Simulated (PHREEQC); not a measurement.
Dissolve 0.011 mol/kgw (NH4)2CO3 at 9.6 °C. Closed to the air; pH follows from the charge balance.

The numbers come from PHREEQC with the ion-association model, phreeqc.dat.

**Question.** The ionic strength comes out as 0.0147 mol/kgw. What activity coefficients do HCO3-, OH-, NH4+, CO3-2 get?

**Answer.** HCO3- 0.89, OH- 0.89, NH4+ 0.88, CO3-2 0.63.

This is a speciation only: nothing precipitates in the calculation. Species that the database lacks are ignored. Carbamate, which ammonia and carbonate form, is missing from the database. At this temperature some constants are extrapolated from 25 °C, and those without enthalpy data are left unchanged.
